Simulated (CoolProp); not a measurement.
Vapour-liquid equilibrium of n-hexane (1) + benzene (2) at 0.516 MPa; x and y are mole fractions of (1).

Values from CoolProp's multi-fluid Helmholtz-energy mixture model, Thol 2019 and Thol 2012; pair parameters Bell 2016.

```
x     bubble temperature (°C)  y at the bubble point  dew temperature at overall composition x (°C)  liquid density (mol/L)
----  -----------------------  ---------------------  ---------------------------------------------  ----------------------
0.05                    142.2                  0.083                                          143.0                   9.232
0.15                    139.2                  0.218                                          140.7                   8.839
0.25                      ___                  0.329                                          138.5                   8.467
0.35                    135.2                  0.424                                          136.5                   8.117
0.45                    133.9                  0.511                                          134.8                     ___
0.55                      ___                  0.594                                          133.4                     ___
0.65                    132.2                    ___                                          132.4                   7.195
0.75                    131.7                  0.763                                            ___                     ___
0.85                    131.5                  0.853                                          131.5                   6.672
0.95                    131.5                  0.949                                          131.5                   6.433
```

Q: Fill in the missing entries.

A: 
- 0.25, bubble temperature (°C): 136.9
- 0.45, liquid density (mol/L): 7.789
- 0.55, bubble temperature (°C): 132.9
- 0.55, liquid density (mol/L): 7.482
- 0.65, y at the bubble point: 0.678
- 0.75, dew temperature at overall composition x (°C): 131.8
- 0.75, liquid density (mol/L): 6.925

y crosses x between x = 0.85 and 0.95: the model has an azeotrope there.

Pair parameters are fitted to limited data, so mixtures are less certain than the pure fluids.
